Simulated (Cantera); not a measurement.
A closed system holds: 1 mol Fe3O4, 1.9 mol CH4, 0.34 mol H2, equilibrated at 1.33 mbar.

Equilibrium computed with Cantera from the NASA thermochemical tables; the gas is ideal and each condensed phase is pure. Candidate condensed phases: C, C6H6, C7H8, C8H18, Fe, Fe(CO)5, FeO, Fe(OH)2, Fe(OH)3, Fe2O3, Fe3O4, H2O; 114 gas species. The tables' stoichiometric FeO is somewhat more stable than real wüstite, so its field is too wide. FeO: taken at fixed stoichiometry. The numbers say what is thermodynamically allowed, not how fast it happens.

Question: At 950 K, list the 4 most abundant gas species with their mole fractions, and the condensed phases.

Answer: H2 0.593, CO 0.246, H2O 0.0928, CO2 0.0689. Condensed: Fe(α) + FeO(s).
